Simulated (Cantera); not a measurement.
Charge: 1 mol SiC, 0.23 mol Si, 9.5 mol H₂, held at 0.0100 bar.

Cantera equilibrium calculation (NASA polynomials, part measured and part estimated; ideal gas, pure solids and liquids). Candidate condensed phases: C, C₆H₆, C₇H₈, C₈H₁₈, Si, SiC; 87 gas species. Mutual solubility and eutectic melting of coexisting phases are not modelled. Gases not in the tables: Si₂H₆ and higher silanes. Equilibrium is a limit: real reactors are often held back by kinetics, nucleation or transport.

log p: log10 of the partial pressure in bar; n: condensed amount in mol.

| T (K) | log p H₂ | log p H | log p Si | log p SiC₂ | n Si(s) | n SiC(s) | n Si(l) | n C(graphite) |
|---|---|---|---|---|---|---|---|---|
| 1475 | -2.00 | -5.89 | -8.24 | <-14 | 0.230 | 1.000 | 0 | 0 |
| 1575 | -2.00 | … | … | … | 0.230 | 1.000 | 0 | 0 |
| 1675 | -2.00 | -4.94 | -6.36 | -12.28 | 0.229 | 1.000 | 0 | 0 |
| 1775 | -2.00 | -4.54 | -5.66 | -10.90 | 0 | 1.000 | 0.227 | 0 |
| 1875 | -2.00 | -4.19 | -5.04 | -9.65 | 0 | 1.000 | 0.220 | 0 |
| 1975 | -2.01 | -3.87 | -4.49 | -8.53 | 0 | 0.999 | 0.194 | 0 |
| 2075 | -2.02 | … | … | … | 0 | 0.996 | … | 0 |
| 2175 | -2.03 | -3.33 | -3.69 | -6.46 | 0 | 0.988 | 0 | 0 |
| 2275 | -2.05 | -3.10 | -3.66 | -5.24 | 0 | 0.957 | 0 | 0 |
| 2375 | -2.08 | -2.89 | -3.49 | -4.27 | 0 | 0.748 | 0 | 0 |
| 2475 | -2.15 | -2.72 | -3.15 | -3.77 | 0 | 0 | 0 | 0.346 |
| 2575 | -2.21 | -2.56 | -3.16 | -3.66 | 0 | 0 | 0 | 0.168 |

Problem. Complete the blanks.

Solution. 
- 1575, log p H: -5.38
- 1575, log p Si: -7.24
- 1575, log p SiC₂: -13.77
- 2075, log p H: -3.58
- 2075, log p Si: -3.99
- 2075, log p SiC₂: -7.52
- 2075, n Si(l): 0.117
